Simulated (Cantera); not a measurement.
# Premixed flame

A freely propagating, adiabatic, planar premixed flame of 45.5 % H₂, 15.1 % O₂, 39.4 % N₂, unburnt at 650 K and 2.90 bar; mixture-averaged transport, grid criteria slope 0.08 and curve 0.16, no radiation.

Detailed kinetics in Cantera: the H2/O2 subset of GRI-Mech 3.0, which has no nitrogen chemistry. The hydrogen kinetics of GRI-Mech 3.0 are dated; newer H2 mechanisms differ, most at raised pressure. Burning velocities carry a grid error of a few per cent, more on coarse grids.

| z (mm) | T (K) | u (m/s) | x H₂ | x O₂ | x H₂O | x O | x OH | x H₂O₂ |
|---|---|---|---|---|---|---|---|---|
| -0.331 | 650 | 14.0 | 0.455 | 0.151 | <1e-8 | <1e-8 | <1e-8 | <1e-8 |
| -0.221 | 650 | 14.0 | 0.455 | 0.151 | <1e-8 | <1e-8 | <1e-8 | <1e-8 |
| -0.166 | 650 | 14.0 | 0.455 | 0.151 | <1e-8 | <1e-8 | <1e-8 | <1e-8 |
| -0.110 | 650 | 14.0 | 0.455 | 0.151 | 1.63e-7 | <1e-8 | <1e-8 | <1e-8 |
| -0.0552 | 669 | 14.4 | 0.451 | 0.152 | 0.000660 | 1.06e-5 | 6.22e-5 | 3.43e-6 |
| -0.0276 | 915 | 19.1 | 0.414 | 0.146 | 0.0218 | 0.000514 | 0.00125 | 2.62e-5 |
| 0 | 1411 | 28.4 | 0.293 | 0.0998 | 0.122 | 0.00573 | 0.00534 | 8.79e-6 |
| 0.0276 | 1762 | 35.0 | 0.183 | 0.0344 | 0.242 | 0.00917 | 0.0126 | 3.01e-6 |
| 0.0552 | 1927 | 37.9 | 0.154 | 0.0130 | 0.282 | 0.00860 | 0.0164 | 1.82e-6 |
| 0.110 | 2094 | 40.8 | 0.152 | 0.00636 | 0.298 | 0.00714 | 0.0186 | 1.05e-6 |
| 0.221 | 2265 | 43.5 | 0.158 | 0.00433 | 0.308 | 0.00517 | 0.0188 | 6.33e-7 |
| 0.442 | 2427 | 46.0 | 0.163 | 0.00272 | 0.319 | 0.00326 | 0.0172 | 4.22e-7 |
| 0.884 | 2564 | 48.1 | 0.167 | 0.00151 | 0.330 | 0.00181 | 0.0142 | 2.96e-7 |
x: mole fraction of selected species; z is measured from the peak of heat release.

The laminar burning velocity is 1400 cm/s. The thermal thickness is 0.110 mm and the peak x(O) is 0.00917. The peak x(OH) comes out as 0.0189. The peak x(H₂O₂) is 2.62e-5. The grid points comes out as 130.
